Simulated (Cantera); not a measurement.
Cantera run, input and output.

```python
import numpy as np
import cantera as ct

surf = ct.Interface("ptcombust.yaml", "Pt_surf")
gas = surf.adjacent["gas"]
gas.TPX = 650, 500000, {'H2': 0.0044, 'O2': 0.04, 'N2': 0.79}
surf.TP = 650, 500000
reactor = ct.FlowReactor(gas, clone=False)
reactor.area = 0.0001  # m2
reactor.surface_area_to_volume_ratio = 130  # 1/m
reactor.mass_flow_rate = 0.32 * reactor.area * gas.density  # inlet velocity 0.32 m/s
reactor.energy_enabled = False
wall = ct.ReactorSurface(surf, reactor, clone=False)
net = ct.ReactorNet([reactor])
net.rtol, net.atol = 1e-8, 1e-16
show, cover = ['H2', 'O2', 'H2O'], ['PT(S)', 'H(S)', 'O(S)', 'OH(S)', 'CO(S)', 'C(S)']

rows = []
print(f"{'z/m':>9s}{'u/(m/s)':>9s}" + "".join(f"{s:>13s}" for s in show + cover))
for z in [5.4e-05, 9e-05, 0.00015, 0.00025, 0.00042, 0.0007, 0.0012, 0.0019, 0.0033, 0.0054]:
    net.advance(z)
    rows.append([reactor.speed, *gas[show].X, *surf[cover].coverages])
    print(f"{z:9.4g}{rows[-1][0]:9.3g}" + "".join(f"{x:13.4e}" for x in rows[-1][1:]))
```

Result:

```
      z/m  u/(m/s)           H2           O2          H2O        PT(S)         H(S)         O(S)        OH(S)        CO(S)         C(S)
  5.4e-05     0.32   4.6759e-03   4.7654e-02   5.9896e-04   1.6876e-01   1.8624e-07   8.1928e-01   1.1933e-02  -7.4704e-27  -7.6278e-30
    9e-05     0.32   4.3460e-03   4.7496e-02   9.2970e-04   1.5738e-01   1.6042e-07   8.3061e-01   1.1990e-02  -5.5337e-27  -2.6461e-30
  0.00015     0.32   3.8869e-03   4.7277e-02   1.3900e-03   1.4141e-01   1.2797e-07   8.4658e-01   1.1980e-02   3.4854e-26  -1.1278e-28
  0.00025     0.32   3.3022e-03   4.6998e-02   1.9763e-03   1.2085e-01   9.2288e-08   8.6732e-01   1.1795e-02   1.4500e-24   1.1020e-27
  0.00042     0.32   2.6258e-03   4.6675e-02   2.6545e-03   9.6765e-02   5.8618e-08   8.9191e-01   1.1300e-02  -2.7318e-23  -1.3362e-27
   0.0007    0.319   1.9596e-03   4.6357e-02   3.3224e-03   7.2719e-02   3.3106e-08   9.1682e-01   1.0433e-02  -2.4417e-27  -2.6610e-29
   0.0012    0.319   1.3454e-03   4.6064e-02   3.9382e-03   5.0265e-02   1.6072e-08   9.4055e-01   9.1647e-03   1.2029e-25   5.3880e-29
   0.0019    0.319   9.3327e-04   4.5867e-02   4.3515e-03   3.5052e-02   8.0479e-09   9.5700e-01   7.9300e-03   2.7050e-24   1.2574e-27
   0.0033    0.319   5.7729e-04   4.5697e-02   4.7084e-03   2.1838e-02   3.2992e-09   9.7170e-01   6.4495e-03  -5.3936e-26  -1.2543e-29
   0.0054    0.319   3.6598e-04   4.5596e-02   4.9202e-03   1.3999e-02   1.4456e-09   9.8074e-01   5.2552e-03  -1.0632e-25  -4.4344e-29
```

Cantera simulation using Deutschmann's 1995 Pt surface mechanism with GRI-Mech 3.0 gas chemistry; the numbers are that mechanism's predictions, not measurements. Catalytic surfaces can have several steady states; this one follows from the mechanism file's or the stated starting coverage. Mass transfer to the wall is taken as infinitely fast.
